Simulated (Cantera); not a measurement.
A closed system holds: 1 mol TEOS, 0.73 mol CO₂, 12 mol N₂, at 1.00 Torr.

Equilibrium computed with Cantera from the NASA thermochemical tables; the gas is ideal and each condensed phase is pure. Candidate condensed phases: C, C₆H₆, C₇H₈, C₈H₁₈, H₂O, Si, SiC, SiO₂, Si₂N₂O, Si₃N₄; 151 gas species. The feed counts by its element totals alone. N₂ is the only nitrogen source here; it is nearly inert below about 1500 K, so the nitride shown seldom forms there in practice. Rates play no part.

### Question
Which condensed phases are stable at each of these points (T (K)): 748, 848, 948, 1048, 1148, 1248, 1348?

### Answer
| T (K) | condensed phases | Si condensed (%) |
|---|---|---|
| 748 | C(graphite) + SiO₂(α-quartz) | 100.0 |
| 848 | C(graphite) + SiO₂(β-quartz) | 100.0 |
| 948 | C(graphite) + SiO₂(β-quartz) | 100.0 |
| 1048 | C(graphite) + SiO₂(β-quartz) | 100.0 |
| 1148 | C(graphite) + Si₂N₂O(s) | 100.0 |
| 1248 | C(graphite) + Si₂N₂O(s) | 100.0 |
| 1348 | C(graphite) + Si₂N₂O(s) | 99.9 |

At 748 K the condensed part is C(graphite) + SiO₂(α-quartz). From 848 K to 1048 K the condensed part is C(graphite) + SiO₂(β-quartz). From 1148 K to 1348 K the condensed part is C(graphite) + Si₂N₂O(s).
